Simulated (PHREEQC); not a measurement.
0.33 g of hydrous ferric oxide (600 m²/g; 0.2 weak and 0.005 strong sites per Fe, Dzombak-Morel constants, diffuse double layer) in 1 kg of water with 0.05 mol/kgw of an inert sodium salt and 0.0021 mol/kgw NiCl2 and 0.00041 mol/kgw BaCl2, at 25 °C; the pH is set by adding NaOH or the inert anion's acid. O2 is buffered at 0.21 atm. CO2 from the air is kept out. Precipitation was switched off in this run.

Base run: PHREEQC, ion-association model, wateq4f.dat. Each further column changes one thing. The table gives Ni sorbed (%).

```tsv
pH	base	no electrostatic term (-no_edl)	background salt from 0.05 to 0.005 mol/kgw	oxide from 0.33 to 1.7 g/kgw	0.0021 mol/kgw CaCl2 added
3	0.0	0.0	0.0	0.0	0.0
3.38	0.0	0.0	0.0	0.0	0.0
4.12	0.0	0.0	0.0	0.1	0.0
4.5	0.1	0.1	0.1	0.3	0.1
4.88	0.2	0.3	0.2	1.2	0.2
5.62	1.1	1.6	1.1	5.5	1.1
6	2.1	5.0	2.1	10.5	2.1
6.38	5.1	14.8	5.0	23.3	5.1
7.12	14.4	33.1	13.5	60.2	14.4
7.5	17.9	35.2	16.7	75.0	18.0
7.88	20.1	35.9	18.6	85.3	20.2
8.62	21.6	36.1	19.9	95.1	21.8
9	21.8	36.1	20.0	97.0	21.9
```

In at least one series the solution becomes supersaturated in solids that the run did not let form, among them Ni(OH)2. The oxide is taken as insoluble; below pH 4 it would dissolve.
